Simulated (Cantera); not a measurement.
An isothermal, constant-pressure homogeneous reactor starts with 20.8 % CH₄, 79.2 % CO₂, at 2198 K and 2930 Torr.

Computed with Cantera and GRI-Mech 3.0 (53 species, 325 reactions).

x: mole fraction; the columns are a selection and need not sum to one.

| t (s) | x CH₄ | x CO₂ | x OH | x C₂H₆ | x H |
|---|---|---|---|---|---|
| 6.00e-6 | 0.131 | 0.739 | (withheld) | 0.00105 | 0.000519 |
| 1.79e-5 | 0.0622 | 0.629 | (withheld) | 0.000242 | 0.000698 |
| 5.34e-5 | 0.0180 | 0.475 | (withheld) | 3.44e-5 | 0.000624 |
| 0.000159 | 0.00339 | 0.339 | (withheld) | 3.15e-6 | 0.000602 |
| 0.000475 | 0.00207 | 0.251 | (withheld) | 8.19e-7 | 0.000713 |
| 0.00142 | 0.000188 | 0.211 | (withheld) | 5.37e-9 | 0.000775 |
| 0.00423 | 9.60e-10 | 0.209 | 0.000264 | <1e-12 | 0.000858 |
| 0.0126 | 3.92e-10 | 0.209 | 0.000264 | <1e-12 | 0.000858 |
| 0.0377 | 3.92e-10 | 0.209 | 0.000264 | <1e-12 | 0.000858 |
| 0.112 | 3.92e-10 | 0.209 | 0.000264 | <1e-12 | 0.000858 |
| 0.335 | 3.92e-10 | 0.209 | 0.000264 | <1e-12 | 0.000858 |
| 1.00 | 3.92e-10 | 0.209 | 0.000264 | <1e-12 | 0.000858 |

Question: Complete the blanks.

Answer: 
- 6.00e-6, x OH: 7.11e-5
- 1.79e-5, x OH: 0.000117
- 5.34e-5, x OH: 0.000216
- 0.000159, x OH: 0.000354
- 0.000475, x OH: 0.000279
- 0.00142, x OH: 0.000241
